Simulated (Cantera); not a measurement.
A Cantera script and what it prints.

```python
import numpy as np
import cantera as ct

gas_names = """
    Mg MgO MgS Mg2 O O2 O3 S SO SO2 SO3 S2 S2O S8
""".split()
cond_names = """
    Mg(cr) Mg(L) MgO(s) MgO(L) MgS(s) MgSO4(s) MgSO4(L) S(cr1) S(cr2) S(L)
""".split()


def load(file, names, dense=False):
    # The tables refer to 1 bar. Condensed volumes are neglected.
    table = {s.name: s for s in ct.Species.list_from_file(file)}
    out = []
    for n in names:
        d = dict(table[n].input_data)
        d["thermo"] = dict(d["thermo"], **{"reference-pressure": 1e5})
        if dense:
            d["equation-of-state"] = {"model": "constant-volume", "density": "1e6 g/cm^3"}
        out.append(ct.Species.from_dict(d))
    return out


gas = ct.Solution(thermo="ideal-gas", species=load("nasa_gas.yaml", gas_names))
cond = {s.name: ct.Solution(thermo="fixed-stoichiometry", species=[s], name=s.name)
        for s in load("nasa_condensed.yaml", cond_names, dense=True)}
atoms = {
    'MgO': {'Mg': 1, 'O': 1},
    'SO2': {'S': 1, 'O': 2},
    'O2': {'O': 2},
}
top_T = {'MgS(s)': 2250}  # K; cautious upper limits of use, not melting points


def equilibrate(T, P, feed):
    n = {}
    for name, mol in feed.items():
        for a, k in atoms[name].items():
            n[a] = n.get(a, 0.0) + k * mol
    gas.TPX = T, P, n
    mass = sum(n.values()) * gas.mean_molecular_weight
    gas.equilibrate("TP")
    valid = [c for c in cond.values() if c.min_temp <= T <= top_T.get(c.name, c.max_temp)]
    mix = ct.Mixture([(gas, mass / gas.mean_molecular_weight)] + [(c, 0.0) for c in valid])
    mix.T, mix.P = T, P
    mix.equilibrate("TP", solver="vcs", rtol=1e-11, max_steps=5000)
    return mix


results = []
feed = {'MgO': 1, 'SO2': 2.3, 'O2': 3.4}  # mol
P = 1200  # Pa
for T in [600, 650, 700, 750, 800, 850, 900, 950, 1000]:
    mix = equilibrate(T, P, feed)
    results.append((T, P, feed, dict(zip(mix.species_names, mix.species_moles))))

top = {s: max(r[3][s] / sum(r[3][g] for g in gas_names) for r in results) for s in gas_names}
cols = sorted((s for s in top if top[s] > 0.001), key=lambda s: -top[s])[:6]
seen = [c for c in cond_names if any(r[3].get(c, 0) > 1e-12 for r in results)]
print("log10 of partial pressures in bar; condensed amounts in mol")
print(f"{'T/K':>10s}" + "".join(f"{s[:9]:>10s}" for s in cols + seen))
for T, P, feed, n in results:
    ng = sum(n[g] for g in gas_names)
    print(f"{T:10.4g}" + "".join(f"{np.log10(max(n[s] / ng * P / 1e5, 1e-99)):10.3f}" for s in cols)
          + "".join(f"{n.get(c, 0):10.4g}" for c in seen))
```

It prints:

```
log10 of partial pressures in bar; condensed amounts in mol
       T/K        O2       SO3       SO2  MgSO4(s)
       600    -2.119    -2.358    -4.985         1
       650    -2.118    -2.363    -4.327         1
       700    -2.117    -2.377    -3.775         1
       750    -2.114    -2.416    -3.325         1
       800    -2.108    -2.500    -2.983         1
       850    -2.101    -2.640    -2.750         1
       900    -2.094    -2.830    -2.608         1
       950    -2.089    -3.048    -2.529         1
      1000    -2.086    -3.273    -2.486         1
```

Equilibrium computed with Cantera from the NASA thermochemical tables; the gas is ideal and each condensed phase is pure.
